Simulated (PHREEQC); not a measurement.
## Reverse-osmosis reject: an equilibrium model

A made-up water analysis in mmol/kgw, 25 °C, pH 6.61:

```csv
constituent,mmol/kgw
Na,69.5
K,10.7
Ca,10
Mg,5.41
Cl,86.6
S(6),11.2
Alkalinity (meq/kgw),3.38e-06
```

Cl is adjusted to close the charge balance.
Valence states are taken as typed.

Computed with PHREEQC (Pitzer model, pitzer.dat).

No solid was allowed to form.

### Question
Predict the specific conductance.

### Answer
specific conductance 11300 µS/cm.

### Question
In which forms is C present?

### Answer
HCO3- 70 %, CO2 30 % of the C.
